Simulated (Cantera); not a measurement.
Feed: 1 mol BF3, 3.8 mol O2, 13 mol N2, held at 773.15 K and 0.110 bar.

Method: chemical equilibrium by Gibbs-energy minimisation in Cantera with the NASA 1993 tables (ideal gas, pure condensed phases). Candidate condensed phases: B, BN, B2O3; 31 gas species. Kinetics and transport are ignored.

Base state: N2 0.730, O2 0.213, BF3 0.0562 (mole fractions); condensed: gas only.

Q: What changes in the equilibrium state with this change: BF3 replaced by B2O3?

A: 
| species | before | after |
|---|---|---|
| N2 | 0.730 | 0.774 |
| O2 | 0.213 | 0.226 |
| BF3 | 0.0562 | 0 |
| B2O3(l), mol | 0 | 1.00 |

Q: What changes in the equilibrium state with this change: BF3 replaced by BCl3?

A: 
```json
[
 {"species": "N2", "before": "0.730", "after": "0.741"},
 {"species": "O2", "before": "0.213", "after": "0.174"},
 {"species": "Cl2", "before": "0", "after": "0.0855"},
 {"species": "BF3", "before": "0.0562", "after": "0"},
 {"species": "B2O3(l), mol", "before": "0", "after": "0.500"}
]
```
